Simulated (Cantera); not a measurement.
Charge: 1 mol Fe2O3, 1.9 mol SO3, 0.43 mol CO2, held at 1023 K and 0.310 bar.

These are equilibrium values from Cantera (NASA tables, ideal gas, pure condensed phases), not measurements of a reactor. Candidate condensed phases: C, Fe, Fe(CO)5, FeO, FeS, FeSO4, FeS2, Fe2O3, Fe2(SO4)3, Fe3O4, S; 25 gas species. Equilibrium is a limit: real reactors are often held back by kinetics, nucleation or transport.

Base state: SO2 0.459, O2 0.229, SO3 0.170, CO2 0.142 (mole fractions); condensed: Fe2O3(s).

Q: What changes in the equilibrium state with this change: temperature from 1023 K to 848 K?

A: 
| species | before | after |
|---|---|---|
| CO2 | 0.142 | 0.949 |
| SO2 | 0.459 | 0.0217 |
| SO3 | 0.170 | 0.0188 |
| O2 | 0.229 | 0.0109 |
| Fe2O3(s), mol | 1.00 | 0.373 |
| Fe2(SO4)3(s), mol | 0 | 0.627 |

Q: What changes in the equilibrium state with this change: Fe2O3 replaced by FeS?

A: 
```tsv
species	before	after
SO2	0.459	0.820
CO2	0.142	0.147
S2	<1e-9	0.0294
O2	0.229	<1e-9
SO3	0.170	8.81e-8
S2O	<1e-9	0.00277
CO	<1e-9	0.000248
Fe2O3(s), mol	1.00	0
FeS(s), mol	0	0.319
Fe3O4(s), mol	0	0.227
```
Mutual solubility and eutectic melting of coexisting phases are not modelled. FeS: taken at fixed stoichiometry. Gases not in the tables: S3 to S7.

Q: What changes in the equilibrium state with this change: pressure from 0.310 bar to 2.60 bar?

A: 
| species | before | after |
|---|---|---|
| CO2 | 0.142 | 0.404 |
| SO2 | 0.459 | 0.259 |
| SO3 | 0.170 | 0.208 |
| O2 | 0.229 | 0.129 |
| Fe2O3(s), mol | 1.00 | 0.532 |
| Fe2(SO4)3(s), mol | 0 | 0.468 |
Mutual solubility and eutectic melting of coexisting phases are not modelled.
